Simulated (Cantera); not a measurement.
**Equilibrium for thermal oxidation and active oxidation of silicon: Si + CO2 + H2**

Charge: 1 mol Si, 2.7 mol CO2, 74 mol H2, equilibrated at 5.10 bar.

Method: chemical equilibrium by Gibbs-energy minimisation in Cantera with the NASA 1993 tables (ideal gas, pure condensed phases). Candidate condensed phases: C, C6H6, C7H8, C8H18, H2O, Si, SiC, SiO2; 123 gas species. The tables hold silica as quartz up to 1696 K and as liquid above; real silica turns to tridymite and cristobalite and melts near 1996 K. Gases not in the tables: Si(OH)4. Kinetics and transport are ignored.

From 1873 K to 1973 K the condensed part is SiO2(condensed). From 1998 K to 2098 K the condensed part is SiO2(l). The share of Si in condensed phases is highest at 1873 K (98.7 %) and lowest at 2098 K (66.8 %).

```
T (K)   x H2    x CO    x H2O     x SiO       x H  n SiO2(condensed)  n SiO2(l)
-----  -----  ------  -------  --------  --------  -----------------  ---------
1873   0.955  0.0351  0.00923  0.000174  0.000279              0.987          0
1898   0.955  0.0351  0.00932  0.000269  0.000338              0.979          0
1923   0.955  0.0351  0.00945  0.000407  0.000408              0.969          0
1948   0.954  0.0351  0.00965  0.000606  0.000489              0.953          0
1973   0.953  0.0351  0.00992  0.000885  0.000583              0.932          0
1998   0.953  0.0351   0.0103   0.00127  0.000693                  0      0.903
2023   0.951  0.0350   0.0108   0.00177  0.000820                  0      0.864
2048   0.950  0.0350   0.0114   0.00243  0.000966                  0      0.813
2073   0.948  0.0350   0.0123   0.00327   0.00113                  0      0.748
2098   0.946  0.0349   0.0133   0.00431   0.00133                  0      0.668
```
x: gas mole fraction; n: condensed amount in mol.
